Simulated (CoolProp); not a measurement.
A simple Rankine cycle with n-butane: condensing at 312.15 K, boiler at 1.22 MPa, turbine inlet 366.8 K, turbine efficiency 0.7, pump efficiency 0.6, no recuperator. Each further row changes one setting.

Values from CoolProp's reference Helmholtz-energy equation of state, Bücker 2006.

```
case                             thermal efficiency (%)  net work (kJ/kg)  heat in (kJ/kg)  turbine exit temperature (K)  volume ratio over the turbine
-------------------------------  ----------------------  ----------------  ---------------  ----------------------------  -----------------------------
as stated                                           7.8              33.1              423                         334.6                           3.57
turbine inlet 386.8 K                               7.8              36.5              470                         356.6                           3.47
condensing temperature 304.15 K                     9.0              39.8              443                         329.5                           4.50
boiler pressure 0.854 MPa                           5.8              25.2              438                         346.2                           2.37
turbine efficiency 0.6                              6.6              28.0              423                         337.2                           3.60
```
